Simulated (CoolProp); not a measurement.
The fluid at 377.45 K and 0.186 MPa is compressed adiabatically to 1.43 MPa with isentropic efficiency 1. The same conditions are run with several fluids, on thermodynamics alone (safety and materials aside).

Values from CoolProp's reference Helmholtz-energy equation of state of each fluid (n-perfluorohexane: Gao 2022; n-butane: Bücker 2006; propylene: Lemmon 2013; normal hydrogen: Leachman 2009).

```
fluid              work (kJ/kg)  final temperature (K)                       final phase  final density (kg/m³)
-----------------  ------------  ---------------------  --------------------------------  ---------------------
n-perfluorohexane          14.0                  437.8  two-phase, vapour fraction 0.253                    594
n-butane                      …                  438.9                               gas                   26.0
propylene                     …                      …                               gas                   16.3
normal hydrogen               …                      …                                 …                  0.512
```

Some entries are withheld; supply them.


- n-butane, work (kJ/kg): 111
- propylene, work (kJ/kg): 165
- propylene, final temperature (K): 466.8
- normal hydrogen, work (kJ/kg): 4310
- normal hydrogen, final temperature (K): 673.7
- normal hydrogen, final phase: supercritical
